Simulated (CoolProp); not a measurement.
Vapour pressure (bar) of nitrous oxide: the reference equation beside estimates from Tc = 36.4 °C, pc = 72.45 bar, ω = 0.161.

Values from CoolProp's reference Helmholtz-energy equation of state, Lemmon 2006. It is a short technical equation, of lower accuracy than the large ones.

```json
[
 {"T (°C)": "-38.95", "reference": "9.742", "Redlich-Kwong": "11.82", "Peng-Robinson": "9.705"},
 {"T (°C)": "-36.55", "reference": "10.59", "Redlich-Kwong": "12.77", "Peng-Robinson": "?"},
 {"T (°C)": "-34.25", "reference": "11.45", "Redlich-Kwong": "13.73", "Peng-Robinson": "11.40"},
 {"T (°C)": "-31.85", "reference": "12.40", "Redlich-Kwong": "14.78", "Peng-Robinson": "12.35"},
 {"T (°C)": "-29.55", "reference": "13.37", "Redlich-Kwong": "15.84", "Peng-Robinson": "13.32"},
 {"T (°C)": "-27.15", "reference": "?", "Redlich-Kwong": "?", "Peng-Robinson": "14.38"},
 {"T (°C)": "-24.85", "reference": "15.51", "Redlich-Kwong": "?", "Peng-Robinson": "15.46"},
 {"T (°C)": "-22.45", "reference": "16.69", "Redlich-Kwong": "19.44", "Peng-Robinson": "16.64"},
 {"T (°C)": "-20.15", "reference": "?", "Redlich-Kwong": "20.72", "Peng-Robinson": "17.84"},
 {"T (°C)": "-17.75", "reference": "19.21", "Redlich-Kwong": "22.11", "Peng-Robinson": "19.16"},
 {"T (°C)": "-15.45", "reference": "20.53", "Redlich-Kwong": "23.51", "Peng-Robinson": "20.49"},
 {"T (°C)": "-13.05", "reference": "21.98", "Redlich-Kwong": "25.03", "Peng-Robinson": "21.95"}
]
```

Problem. Some entries are withheld; supply them.

Solution. 
- -36.55, Peng-Robinson: 10.55
- -27.15, reference: 14.43
- -27.15, Redlich-Kwong: 17.00
- -24.85, Redlich-Kwong: 18.17
- -20.15, reference: 17.89

Absolute difference from the reference over all 12 rows, mean and median: Redlich-Kwong 17.5 and 17.5 %, Peng-Robinson 0.3 and 0.3 %.
